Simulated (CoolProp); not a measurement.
R1132(E) along the isotherm 82.05 °C: density (kg/m³) from the reference equation and from simpler models built on Tc = 75.7 °C, pc = 5.174 MPa, ω = 0.245; each cubic takes its own stable root.

The numbers come from the reference Helmholtz-energy equation of state, Akasaka 2024 in CoolProp.

```csv
p (MPa),phase,reference
0.323,gas,7.151
0.647,gas,14.64
0.97,gas,22.47
1.29,gas,30.61
1.62,gas,39.47
1.94,gas,48.58
2.26,gas,58.28
2.59,gas,69.00
```

How far does each simpler model (van der Waals, Soave-Redlich-Kwong, Peng-Robinson) lie from the reference over these 8 states: mean and median of the absolute difference, and the worst?


- van der Waals: mean 1.4 %, median 1.3 %, worst -2.6 % at 82.05 °C and 2.59 MPa
- Soave-Redlich-Kwong: mean 0.3 %, median 0.2 %, worst -0.6 % at 82.05 °C and 2.59 MPa
- Peng-Robinson: mean 0.9 %, median 0.9 %, worst +1.5 % at 82.05 °C and 2.59 MPa
